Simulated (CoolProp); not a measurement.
The numbers come from the reference Helmholtz-energy equation of state, Wu 2012 in CoolProp.

Question: For fluoroethane (R161), give the phase and the cv (kJ/(kg K)), Joule-Thomson coefficient (K/MPa), expansivity (1/kK), fugacity coefficient at 141.5 K and 18.4 bar; 192.7 K and 18.4 bar.

Answer: 
- 141.5 K and 18.4 bar: liquid; cv 1.56, Joule-Thomson coefficient -0.402, expansivity 1.38, fugacity coefficient 2.22e-5
- 192.7 K and 18.4 bar: liquid; cv 1.37, Joule-Thomson coefficient -0.424, expansivity 1.47, fugacity coefficient 0.00485
